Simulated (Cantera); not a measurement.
An isothermal, constant-pressure homogeneous reactor starts with 0.547 % H2, 99.5 % O2, equivalence ratio 0.0027, at 1325 K and 3.08 Torr.

Computed with Cantera and GRI-Mech 3.0 (53 species, 325 reactions). Radical loss at walls, strong at low pressure, is not modelled.

x: mole fraction; the columns are a selection and need not sum to one.

```csv
t (s),x H2,x O2,x O,x H2O,x H2O2,x OH,x H
4.00e-5,0.00547,0.995,1.09e-10,<1e-12,<1e-12,1.09e-10,4.14e-10
8.72e-5,0.00547,0.995,4.37e-10,8.48e-12,<1e-12,4.34e-10,7.08e-10
0.000190,0.00547,0.995,(withheld),6.85e-11,<1e-12,(withheld),(withheld)
0.000414,0.00547,0.995,4.59e-9,4.75e-10,<1e-12,4.42e-9,1.29e-9
0.000902,0.00547,0.995,1.29e-8,2.91e-9,1.90e-12,1.19e-8,1.79e-9
0.00197,0.00547,0.995,4.01e-8,1.78e-8,8.65e-12,3.49e-8,3.34e-9
0.00428,0.00547,0.995,1.79e-7,1.34e-7,3.78e-11,1.46e-7,1.09e-8
0.00934,0.00547,0.995,2.19e-6,2.18e-6,1.52e-10,1.74e-6,1.20e-7
0.0203,0.00498,0.994,0.000333,0.000352,7.33e-10,0.000251,1.86e-5
0.0443,(withheld),0.989,0.00487,0.00501,(withheld),(withheld),(withheld)
0.0966,1.24e-5,0.989,0.00492,0.00510,2.24e-9,0.000621,0.000103
0.211,1.22e-5,0.989,0.00483,0.00510,2.23e-9,0.000616,0.000100
0.459,1.17e-5,0.990,0.00464,0.00511,2.20e-9,0.000604,9.45e-5
1.00,1.08e-5,0.990,0.00426,0.00513,2.15e-9,0.000580,8.34e-5
```

**Question.** Some entries are withheld; supply them.

**Answer.** 
- 0.000190, x O: 1.53e-9
- 0.000190, x OH: 1.51e-9
- 0.000190, x H: 1.02e-9
- 0.0443, x H2: 3.83e-5
- 0.0443, x H2O2: 2.87e-9
- 0.0443, x OH: 0.000717
- 0.0443, x H: 0.000118
